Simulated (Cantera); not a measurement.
# Ignition delay

Mixture: 11.7 % CH4, 15.6 % O2, 58.7 % N2, 14.1 % H2O, at 380000 Pa, adiabatic and at constant volume. Ignition delay is the time to a rise of 400 K.

Detailed kinetics in Cantera: GRI-Mech 3.0 (53 species, 325 reactions).

```json
[
 {"T0 (K)": "1250", "delay (ms)": "10.3"},
 {"T0 (K)": "1325", "delay (ms)": "4.38"},
 {"T0 (K)": "1400", "delay (ms)": "1.91"},
 {"T0 (K)": "1475", "delay (ms)": "0.851"},
 {"T0 (K)": "1550", "delay (ms)": "0.389"},
 {"T0 (K)": "1625", "delay (ms)": "0.185"},
 {"T0 (K)": "1700", "delay (ms)": "0.0927"},
 {"T0 (K)": "1775", "delay (ms)": "0.0495"},
 {"T0 (K)": "1850", "delay (ms)": "0.0283"},
 {"T0 (K)": "1925", "delay (ms)": "0.0172"}
]
```

```json
{
  "apparent activation energy between 1775 and 1925 K": "200 kJ/mol"
}
```
